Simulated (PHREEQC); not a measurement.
## City or well water: speciation

A made-up water analysis in mmol/kgw, 20 °C, pH 6.69, pe 10.6:

```csv
constituent,mmol/kgw
Na,3.43
K,0.848
Ca,2.2
Mg,0.721
Cl,2.12
S(6),0.468
Alkalinity (meq/kgw),7.09
Pb,0.224
N(5),0.178
Si,0.175
```

Valence states are taken as typed.

Equilibrium calculation in PHREEQC: ion-association model, phreeqc.dat.

Each row changes one thing in this solution. This is a speciation only: nothing precipitates in the calculation.

```
case                                               ionic strength (mol/kgw)  HCO3- (mol/kgw)  CO2 (mol/kgw)  Ca+2 (mol/kgw)  Mg+2 (mol/kgw)  SO4-2 (mol/kgw)  SI of Pb(OH)2 (Pb(OH)2)  SI of Chalcedony (SiO2)
-------------------------------------------------  ------------------------  ---------------  -------------  --------------  --------------  ---------------  -----------------------  -----------------------
as made                                                              0.0129          0.00656        0.00288         0.00204        0.000666         0.000385                    -0.05                    -0.15
temperature from 20 to 90 °C at the same typed pH                    0.0124          0.00640        0.00300         0.00196        0.000599         0.000330                    +1.71                    -0.75
Ca from 2.2 to 1.1 mmol/kgw                                          0.0109          0.00661        0.00293         0.00102        0.000663         0.000406                    -0.05                    -0.15
all concentrations times 3 at the same typed pH                      0.0370           0.0191        0.00790         0.00568         0.00184          0.00101                    -0.00                    +0.33
```

Some of these states are supersaturated (in Cerussite, Quartz (slow to form), Pb(OH)2, for instance). At this temperature some constants are extrapolated from 25 °C, and those without enthalpy data are left unchanged.
